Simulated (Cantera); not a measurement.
Input (Python, Cantera):

```python
import numpy as np
import cantera as ct

gas = ct.Solution("gri30.yaml")


def delay(T, t_max=10):
    gas.TPX = T, 500000, {'CO': 1, 'H2': 0.11, 'O2': 0.37, 'N2': 1.39}
    reactor = ct.IdealGasReactor(gas, clone=False)
    net = ct.ReactorNet([reactor])
    net.rtol, net.atol = 1e-8, 1e-16
    while net.time < t_max:
        t_old, T_old = net.time, reactor.T
        net.step()
        if reactor.T > T + 400:  # ignition: a rise of 400 K
            return t_old + (T + 400 - T_old) / (reactor.T - T_old) * (net.time - t_old)
    return np.nan


taus = []
for T in [1225, 1275, 1325, 1375, 1425, 1475, 1525, 1575, 1625, 1675]:
    taus.append(delay(T))
    print(f"T0 = {T:6g} K   tau = {taus[-1]:.4e} s")
```

Result:

```
T0 =   1225 K   tau = 2.3538e-05 s
T0 =   1275 K   tau = 1.6296e-05 s
T0 =   1325 K   tau = 1.2337e-05 s
T0 =   1375 K   tau = 9.8960e-06 s
T0 =   1425 K   tau = 8.2691e-06 s
T0 =   1475 K   tau = 7.1263e-06 s
T0 =   1525 K   tau = 6.2934e-06 s
T0 =   1575 K   tau = 5.6699e-06 s
T0 =   1625 K   tau = 5.1946e-06 s
T0 =   1675 K   tau = 4.8285e-06 s
```

Detailed kinetics in Cantera: GRI-Mech 3.0 (53 species, 325 reactions). The hydrogen kinetics of GRI-Mech 3.0 are dated; newer H2 mechanisms differ, most at raised pressure. Where the delays flatten at high temperature, the 400 K rule measures the pace of heat release, not the induction time.
